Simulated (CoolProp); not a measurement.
Vapour-liquid equilibrium of R125 (1) + isobutane (2) at -0.05 °C; x and y are mole fractions of (1).

Model: multi-fluid Helmholtz-energy mixture model, Lemmon 2005 and Bücker 2006; pair parameters Bell 2016, in CoolProp.

```csv
x,"bubble pressure, mixture model (bar)","bubble pressure, Raoult's law (bar)","y, mixture model","y, Raoult's law"
0.05,2.449,1.823,0.371,0.184
0.125,3.533,2.208,0.579,0.379
0.2,___,2.592,0.672,0.516
0.275,4.966,2.977,0.724,0.618
0.35,5.406,3.362,___,0.697
0.425,___,3.746,0.779,0.760
0.5,5.959,4.131,0.796,0.810
0.575,___,4.515,0.811,0.853
0.65,6.300,4.900,0.827,0.888
0.725,6.442,5.284,0.844,0.918
0.8,6.574,5.669,0.867,0.945
0.875,6.682,6.054,0.900,0.968
0.95,6.731,6.438,0.950,0.988
```

Task: Fill in the missing entries.

Result: 
- 0.2, bubble pressure, mixture model (bar): 4.358
- 0.35, y, mixture model: 0.756
- 0.425, bubble pressure, mixture model (bar): 5.724
- 0.575, bubble pressure, mixture model (bar): 6.143

The largest gap from Raoult's law is +68.1 % in bubble pressure, at x = 0.2. y crosses x between x = 0.875 and 0.95: the model has an azeotrope there.

Pair parameters are fitted to limited data, so mixtures are less certain than the pure fluids. With so large a gap from Raoult's law the liquid may split in two, which this calculation doesn't test in full.
